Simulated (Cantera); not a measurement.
A perfectly stirred reactor is fed with C2H6 : N2 = 1 : 1.2 (molar parts), at 42.0 Torr; it is held at 1448 K, and followed from long to short residence time.

Cantera simulation using GRI-Mech 3.0 (53 species, 325 reactions); the numbers are that mechanism's predictions, not measurements. GRI-Mech 3.0 stops at C3 and has no aromatics, soot or wall deposition, so with more carbon than oxygen in the feed, carbon stays in small species such as C2H2 where larger ones or solid carbon would form.

What does this change do: pressure from 42.0 Torr to 0.440 bar?


```csv
quantity,before,after
x(C2H6) at τ = 5.50 s,0.000189,0.000154
x(CH2) at τ = 5.50 s,1.82e-8,1.46e-9
x(HCN) at τ = 5.50 s,2.30e-8,2.78e-9
x(C2H) at τ = 5.50 s,4.45e-8,9.02e-9
x(C2H4) at τ = 5.50 s,0.00420,0.0173
x(C2H6) at τ = 65.0 ms,0.00775,0.00314
x(CH2) at τ = 65.0 ms,2.60e-7,2.06e-8
x(HCN) at τ = 65.0 ms,1.16e-8,2.01e-9
x(C2H) at τ = 65.0 ms,9.58e-8,3.07e-8
x(C2H4) at τ = 65.0 ms,0.0458,0.0389
```

What does this change do: temperature 1448 to 1675 K?


| quantity | before | after |
|---|---|---|
| x(C2H6) at τ = 5.50 s | 0.000189 | 1.33e-5 |
| x(CH2) at τ = 5.50 s | 1.82e-8 | 2.66e-7 |
| x(HCN) at τ = 5.50 s | 2.30e-8 | 5.57e-6 |
| x(C2H) at τ = 5.50 s | 4.45e-8 | 1.07e-6 |
| x(C2H4) at τ = 5.50 s | 0.00420 | 0.000449 |
| x(C2H6) at τ = 65.0 ms | 0.00775 | 0.000774 |
| x(CH2) at τ = 65.0 ms | 2.60e-7 | 2.97e-6 |
| x(HCN) at τ = 65.0 ms | 1.16e-8 | 1.40e-6 |
| x(C2H) at τ = 65.0 ms | 9.58e-8 | 1.94e-6 |
| x(C2H4) at τ = 65.0 ms | 0.0458 | 0.00460 |
